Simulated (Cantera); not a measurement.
What does this Cantera script print?

```python
import numpy as np
import cantera as ct

surf = ct.Interface("diamond.yaml", "diamond_100")
gas, bulk = surf.adjacent["gas"], surf.adjacent["diamond"]
k = surf.kinetics_species_index(bulk.species_names[0])
cover = ["c6HH", "c6H*", "c6*H", "c6**", "c6HM", "c6B"]

rows, drift = [], 0.0
print(f"{'P':>10s}{'um/h':>11s}" + "".join(f"{s:>11s}" for s in cover))
for v in [800, 1300, 2000, 3200, 5000, 7800, 12000, 20000]:
    T, P, xH, xCH3 = 1423, v, 0.0024, 0.00028
    gas.TPX = T, P, {"H": xH, "CH3": xCH3, "CH4": 0.0027, "H2": 1 - xH - xCH3 - 0.0027}
    surf.TP = bulk.TP = T, P
    surf.coverages = "c6H*:0.1, c6HH:0.9"
    surf.advance_coverages(100.0)
    before = surf.coverages
    surf.advance_coverages(100.0)
    drift = max(drift, np.max(np.abs(surf.coverages - before) / (surf.coverages + 1e-9)))
    rate = surf.net_production_rates[k] * bulk.mean_molecular_weight / bulk.density * 3.6e9
    rows.append([rate, *surf[cover].coverages])
    print(f"{v:10.4g}{rate:11.4e}" + "".join(f"{x:11.3e}" for x in rows[-1][1:]))
```

It prints:

```
         P       um/h       c6HH       c6H*       c6*H       c6**       c6HM        c6B
       800 6.7665e-02  3.546e-01  6.036e-02  5.348e-01  4.999e-02  7.562e-06  1.836e-10
      1300 1.6361e-01  3.550e-01  6.031e-02  5.344e-01  4.983e-02  1.272e-05  4.440e-10
      2000 3.4694e-01  3.553e-01  6.029e-02  5.341e-01  4.970e-02  2.034e-05  9.414e-10
      3200 7.5546e-01  3.555e-01  6.026e-02  5.338e-01  4.956e-02  3.413e-05  2.050e-09
      5000 1.5122e+00  3.556e-01  6.025e-02  5.337e-01  4.943e-02  5.583e-05  4.104e-09
      7800 2.8928e+00  3.556e-01  6.024e-02  5.335e-01  4.930e-02  9.081e-05  7.850e-09
   1.2e+04 5.2355e+00  3.556e-01  6.024e-02  5.333e-01  4.920e-02  1.444e-04  1.421e-08
     2e+04 1.0255e+01  3.556e-01  6.026e-02  5.330e-01  4.910e-02  2.470e-04  2.783e-08
```

Model: the Harris–Goodwin 1993 mechanism for the reconstructed diamond (100) surface, integrated in Cantera.
